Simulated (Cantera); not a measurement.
A perfectly stirred reactor is fed with 4.98 % C₃H₈, 19.2 % O₂, 72.2 % N₂, 3.59 % H₂O, equivalence ratio 1.3, at 1.00 atm; it is adiabatic with a 325 K inlet, and is followed from long to short residence time, starting on the burning branch (τ in s: 0.21, 0.086, 0.035, 0.014, 0.0057, 0.0023, 0.00094, 0.00038, 0.00015, 6.2e-05, 2.5e-05, 1e-05).

Computed with Cantera and GRI-Mech 3.0 (53 species, 325 reactions). GRI-Mech 3.0 was tuned for natural gas; its chemistry of propane as a main component is partial and can be far from experiment.

x: mole fraction; the columns are a selection and need not sum to one.

```
τ (s)    T (K)    x C₃H₈      x O₂   x H₂O    x CH₂  x CH₂CO  x C₂H₆
-------  -----  --------  --------  ------  -------  -------  ------
0.21      2071   1.80e-7   8.57e-5   0.175  2.33e-7  3.51e-7     [?]
0.086     2064   3.68e-7  0.000157   0.174  4.47e-7  5.31e-7     [?]
0.035     2055   7.39e-7  0.000288   0.174  8.26e-7  7.78e-7     [?]
0.014     2042   1.49e-6  0.000526   0.173  1.51e-6  1.16e-6     [?]
0.0057    2025   3.02e-6  0.000925   0.171  2.70e-6  1.83e-6     [?]
0.0023    2004   6.37e-6   0.00161   0.170  4.96e-6  3.25e-6     [?]
0.00094   1978   1.41e-5   0.00280   0.169  9.40e-6  6.60e-6     [?]
0.00038   1940   3.49e-5   0.00532   0.167  1.89e-5  1.64e-5     [?]
0.00015   1849  0.000121    0.0133   0.165  4.01e-5  6.71e-5     [?]
6.2e-5     325    0.0498     0.192  0.0359   <1e-12   <1e-12  <1e-12
2.5e-5     325    0.0498     0.192  0.0359   <1e-12   <1e-12  <1e-12
1.0e-5     325    0.0498     0.192  0.0359   <1e-12   <1e-12  <1e-12
```

**Question.** Fill in the missing entries.

**Answer.** 
- 0.21, x C₂H₆: 1.94e-9
- 0.086, x C₂H₆: 3.51e-9
- 0.035, x C₂H₆: 6.30e-9
- 0.014, x C₂H₆: 1.18e-8
- 0.0057, x C₂H₆: 2.32e-8
- 0.0023, x C₂H₆: 4.98e-8
- 0.00094, x C₂H₆: 1.20e-7
- 0.00038, x C₂H₆: 3.61e-7
- 0.00015, x C₂H₆: 2.34e-6
